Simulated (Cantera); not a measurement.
Input: 1 mol Cr, 17 mol N2, at 0.0380 bar.

Method: chemical equilibrium by Gibbs-energy minimisation in Cantera with the NASA 1993 tables (ideal gas, pure condensed phases). Candidate condensed phases: Cr, CrN, Cr2N; 4 gas species. Kinetics and transport are ignored.

Q: Which condensed phases are stable at each of these points (T (°C)): 1677, 1727, 1777, 1827, 1877, 1927, 1977, 2027, 2077, 2127, 2177, 2227, 2277?

A: 
| T (°C) | condensed phases | Cr condensed (%) |
|---|---|---|
| 1677 | Cr(s) | 70.7 |
| 1727 | Cr(s) | 47.2 |
| 1777 | Cr(s) | 6.7 |
| 1827 | gas only | 0.0 |
| 1877 | gas only | 0.0 |
| 1927 | gas only | 0.0 |
| 1977 | gas only | 0.0 |
| 2027 | gas only | 0.0 |
| 2077 | gas only | 0.0 |
| 2127 | gas only | 0.0 |
| 2177 | gas only | 0.0 |
| 2227 | gas only | 0.0 |
| 2277 | gas only | 0.0 |

From 1677 °C to 1777 °C the condensed part is Cr(s). From 1827 °C to 2277 °C nothing is condensed.
